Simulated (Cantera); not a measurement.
Input: 1 mol Ta2O5, 1.6 mol CH4, 0.78 mol CO, held at 0.133 bar.

Cantera equilibrium calculation (NASA polynomials, part measured and part estimated; ideal gas, pure solids and liquids). Candidate condensed phases: C, C6H6, C7H8, C8H18, H2O, Ta, TaC, Ta2O5; 113 gas species. Mutual solubility and eutectic melting of coexisting phases are not modelled. TaC: taken at fixed stoichiometry. Condensed phases not in the tables: Ta2C. Kinetics and transport are ignored. All values below are at 2025 K.

Base state: H2 0.619, CO 0.374, H 0.00415, H2O 0.00249, CO2 0.000321 (mole fractions); condensed: TaC(s) + Ta2O5(s).

Task: What changes in the equilibrium state with this change: pressure from 0.133 bar to 17.0 mbar?

Result: 
| species | before | after |
|---|---|---|
| H2 | 0.619 | 0.614 |
| CO | 0.374 | 0.373 |
| H | 0.00415 | 0.0116 |
| H2O | 0.00249 | 0.00137 |
| TaO2 | 8.63e-6 | 9.09e-5 |
| TaO | 8.36e-7 | 1.59e-5 |
| CO2 | 0.000321 | 0.000178 |
| TaC(s), mol | 0.461 | 0.459 |
| Ta2O5(s), mol | 0.769 | 0.770 |
